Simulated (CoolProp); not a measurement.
Properties of R115 along the isotherm 226.85 °C (Tc = 80.0 °C, pc = 3129 kPa, ω = 0.248).

Model: reference Helmholtz-energy equation of state, Lemmon 2016, in CoolProp.

```json
[
 {"p (kPa)": "1740", "phase": "gas", "density (kg/m³)": "___", "cp (kJ/(kg K))": "0.9489", "speed of sound (m/s)": "___"},
 {"p (kPa)": "3480", "phase": "supercritical", "density (kg/m³)": "___", "cp (kJ/(kg K))": "0.9823", "speed of sound (m/s)": "156.0"},
 {"p (kPa)": "5220", "phase": "supercritical", "density (kg/m³)": "227.6", "cp (kJ/(kg K))": "1.022", "speed of sound (m/s)": "152.2"},
 {"p (kPa)": "6950", "phase": "supercritical", "density (kg/m³)": "___", "cp (kJ/(kg K))": "___", "speed of sound (m/s)": "152.0"},
 {"p (kPa)": "8690", "phase": "supercritical", "density (kg/m³)": "405.4", "cp (kJ/(kg K))": "1.098", "speed of sound (m/s)": "___"},
 {"p (kPa)": "10400", "phase": "supercritical", "density (kg/m³)": "488.4", "cp (kJ/(kg K))": "1.120", "speed of sound (m/s)": "164.5"},
 {"p (kPa)": "12200", "phase": "supercritical", "density (kg/m³)": "___", "cp (kJ/(kg K))": "1.133", "speed of sound (m/s)": "176.6"},
 {"p (kPa)": "13900", "phase": "supercritical", "density (kg/m³)": "631.1", "cp (kJ/(kg K))": "1.138", "speed of sound (m/s)": "190.0"},
 {"p (kPa)": "15600", "phase": "supercritical", "density (kg/m³)": "686.7", "cp (kJ/(kg K))": "1.137", "speed of sound (m/s)": "204.6"}
]
```

Fill in the missing entries.


- 1740, density (kg/m³): 68.19
- 1740, speed of sound (m/s): 162.1
- 3480, density (kg/m³): 144.0
- 6950, density (kg/m³): 316.0
- 6950, cp (kJ/(kg K)): 1.063
- 8690, speed of sound (m/s): 156.3
- 12200, density (kg/m³): 566.7
